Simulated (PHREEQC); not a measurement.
Synthetic water in mg/L, 25 °C, pH 5.74, pe 12.8:

| constituent | mg/L |
|---|---|
| Na | 0.262 |
| K | 0.00146 |
| Ca | 2.54 |
| Mg | 0.0116 |
| Cl | 1.73 |
| S(6) as SO4 | 1.13 |
| Alkalinity as HCO3 | 3.97 |
| N(5) as NO3 | 0.154 |
| Sr | 0.00434 |

Valence states are taken as typed.

Computed with PHREEQC (ion-association model, phreeqc.dat).

| Quantity | Result |
|---|---|
| ionic strength | 0.000217 mol/kgw |
| charge-balance error | -0.2 % |

| species | molality | activity | log γ |
|---|---|---|---|
| CO2 | 0.000269 | 0.000269 | 0.000 |
| HCO3- | 6.68e-5 | 6.57e-5 | -0.007 |
| Ca+2 | 6.32e-5 | 5.91e-5 | -0.029 |
| Cl- | 4.88e-5 | 4.80e-5 | -0.007 |
| SO4-2 | 1.16e-5 | 1.09e-5 | -0.029 |
| Na+ | 1.14e-5 | 1.12e-5 | -0.007 |
| NO3- | 2.48e-6 | 2.44e-6 | -0.007 |
| H+ | 1.85e-6 | 1.82e-6 | -0.007 |
| Mg+2 | 4.76e-7 | 4.45e-7 | -0.029 |
| CaSO4 | 1.14e-7 | 1.14e-7 | 0.000 |
| CaHCO3+ | 5.04e-8 | 4.96e-8 | -0.007 |
| Sr+2 | 4.94e-8 | 4.62e-8 | -0.029 |

Precipitation was switched off in this run.
